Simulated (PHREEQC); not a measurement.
A made-up water analysis in mg/L, 25 °C, pH 3.11, pe 11.7: Na 19.3; K 52.6; Ca 62.5; Mg 5.91; Cl 68.4; S(6) as SO4 257; B 0.0355.

Cl is adjusted to close the charge balance.
Valence states are taken as typed.

The numbers come from PHREEQC with the ion-association model, phreeqc.dat.

Precipitation was switched off in this run.

Order these S species by the share of S that they hold, largest first: HSO4-, SO4-2, CaSO4, KSO4-, MgSO4.

SO4-2 (84 %), CaSO4 (8.9 %), HSO4- (4.7 %), MgSO4 (1.7 %), KSO4- (0.52 %)

The pH is 3.11 and the ionic strength 0.00982 mol/kgw.
